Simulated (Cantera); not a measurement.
Input: 1 mol Fe₃O₄, 1500 mol H₂, 10 mol N₂, at 10000 Pa.

Equilibrium computed with Cantera from the NASA thermochemical tables; the gas is ideal and each condensed phase is pure. Candidate condensed phases: Fe, FeO, Fe(OH)₂, Fe(OH)₃, Fe₂O₃, Fe₃O₄, H₂O; 27 gas species. The numbers say what is thermodynamically allowed, not how fast it happens.

Question: Which condensed phases are stable at each of these points (T (°C)): 852, 927, 1002, 1077, 1152, 1227, 1302, 1377, 1452, 1527, 1602?

Answer: 
| T (°C) | condensed phases | Fe condensed (%) |
|---|---|---|
| 852 | Fe(α) | 100.0 |
| 927 | Fe(γ) | 100.0 |
| 1002 | Fe(γ) | 100.0 |
| 1077 | Fe(γ) | 100.0 |
| 1152 | Fe(γ) | 100.0 |
| 1227 | Fe(γ) | 99.9 |
| 1302 | Fe(γ) | 99.7 |
| 1377 | Fe(γ) | 98.6 |
| 1452 | Fe(δ) | 95.3 |
| 1527 | Fe(δ) | 85.2 |
| 1602 | Fe(l) | 59.1 |

At 852 °C the condensed part is Fe(α). From 927 °C to 1377 °C the condensed part is Fe(γ). From 1452 °C to 1527 °C the condensed part is Fe(δ). At 1602 °C the condensed part is Fe(l).
